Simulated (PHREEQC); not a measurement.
A made-up water analysis in mmol/kgw, 25 °C, pH 1.87, pe 10.6:

```json
[
 {"constituent": "Na", "mmol/kgw": "40.7"},
 {"constituent": "K", "mmol/kgw": "0.038"},
 {"constituent": "Ca", "mmol/kgw": "4.5"},
 {"constituent": "Mg", "mmol/kgw": "4.41"},
 {"constituent": "Cl", "mmol/kgw": "16.3"},
 {"constituent": "S(6)", "mmol/kgw": "34.7"},
 {"constituent": "Zn", "mmol/kgw": "0.0659"},
 {"constituent": "Cd", "mmol/kgw": "0.00924"},
 {"constituent": "Fe(3)", "mmol/kgw": "0.645"}
]
```

Valence states are taken as typed.

Model: ion-association model, phreeqc.dat, run in PHREEQC.

Each row changes one thing in this solution. No solid was allowed to form.

```csv
case,ionic strength (mol/kgw),Na+ (mol/kgw),SO4-2 (mol/kgw),HSO4- (mol/kgw),Ca+2 (mol/kgw),Mg+2 (mol/kgw),SI of Gypsum (CaSO4:2H2O),SI of Goethite (FeOOH)
as made,0.0899,0.0394,0.0178,0.0115,0.00293,0.00265,-0.51,+1.32
Zn from 0.0659 to 0.198 mmol/kgw,0.0900,0.0394,0.0178,0.0115,0.00293,0.00266,-0.51,+1.32
temperature from 25 to 10 °C at the same typed pH,0.0939,0.0393,0.0200,0.00952,0.00293,0.00294,-0.44,+0.85
all concentrations times 4 at the same typed pH,0.320,0.150,0.0722,0.0317,0.00928,0.00801,+0.24,+1.40
```

Some of these states are supersaturated (in Hematite (slow to form), Goethite (slow to form), Gypsum, for instance). Constants without temperature data keep their 25 °C values here.
